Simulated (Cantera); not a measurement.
Cantera run, input and output.

```python
import numpy as np
import cantera as ct

gas = ct.Solution("gri30.yaml")
gas.TPX = 1248, 5500, {'N2O': 1, 'N2': 0.25}
reactor = ct.IdealGasConstPressureReactor(gas, energy="off", clone=False)
net = ct.ReactorNet([reactor])
net.rtol, net.atol = 1e-08, 1e-18
show = ['N2O', 'NO', 'N2', 'O2', 'O', 'NO2']
times = np.geomspace(1e-05, 300, 12)

steps = ct.SolutionArray(gas, extra=["t"])
rows = []
print(f"{'t/s':>10s}{'T/K':>9s}{'P/Pa':>11s}" + "".join(f"{s:>11s}" for s in show))
for t in times:
    while net.time < t:
        t_next = net.step()
        steps.append(gas.state, t=t_next)
    rows.append([np.interp(t, steps.t, y) for y in (steps.T, steps.P, *steps(*show).X.T)])
    print(f"{t:10.3e}{rows[-1][0]:9.1f}{rows[-1][1]:11.4g}" + "".join(f"{x:11.3e}" for x in rows[-1][2:]))
rate = np.gradient(steps.T, steps.t)
print("integrator steps:", len(steps.t))
if steps.T.max() > steps.T[0] + 200:
    print(f"time of steepest temperature rise: {steps.t[rate.argmax()]:.4e} s")
gas.TPX = 1248, 5500, {'N2O': 1, 'N2': 0.25}
gas.equilibrate("TP")
print(f"equilibrium (TP): T = {gas.T:.1f} K  " + "  ".join(f"{s} {gas[s].X[0]:.3e}" for s in show))
```

Result:

```
       t/s      T/K       P/Pa        N2O         NO         N2         O2          O        NO2
 1.000e-05   1248.0       5500  8.000e-01  3.428e-09  2.000e-01  1.199e-08  3.110e-07  3.478e-18
 4.783e-05   1248.0       5500  8.000e-01  7.070e-08  2.000e-01  2.472e-07  1.271e-06  1.487e-15
 2.288e-04   1248.0       5500  8.000e-01  1.052e-06  2.000e-01  3.677e-06  3.227e-06  3.267e-13
 1.094e-03   1248.0       5500  7.999e-01  7.956e-06  2.001e-01  2.782e-05  3.740e-06  1.865e-11
 5.235e-03   1248.0       5500  7.995e-01  4.158e-05  2.003e-01  1.454e-04  3.740e-06  5.047e-10
 2.504e-02   1248.0       5500  7.977e-01  2.022e-04  2.014e-01  7.069e-04  3.740e-06  1.129e-08
 1.198e-01   1248.0       5500  7.892e-01  9.636e-04  2.065e-01  3.370e-03  3.740e-06  2.029e-07
 5.730e-01   1248.0       5500  7.500e-01  4.462e-03  2.299e-01  1.561e-02  3.736e-06  2.025e-06
 2.741e+00   1248.0       5500  5.934e-01  1.842e-02  3.236e-01  6.456e-02  3.714e-06  1.050e-05
 1.311e+01   1248.0       5500  2.215e-01  5.121e-02  5.463e-01  1.810e-01  3.549e-06  3.358e-05
 6.272e+01   1248.0       5500  7.105e-03  6.798e-02  6.757e-01  2.491e-01  1.178e-06  6.503e-05
 3.000e+02   1248.0       5500  1.361e-06  6.783e-02  6.803e-01  2.516e-01  1.436e-07  2.345e-04
integrator steps: 1260
equilibrium (TP): T = 1248.0 K  N2O 4.723e-09  NO 3.105e-04  N2 7.141e-01  O2 2.856e-01  O 1.527e-07  NO2 1.146e-06
```

Computed with Cantera and GRI-Mech 3.0 (53 species, 325 reactions). GRI-Mech 3.0 was tuned for natural gas; its chemistry of N2O as a main component is partial and can be far from experiment. The mechanism lacks the step 2 NO + O2 → 2 NO2, which can matter for NO2 below about 1400 K. The temperature is held fixed by assumption; the heat of reaction is taken as removed at once.
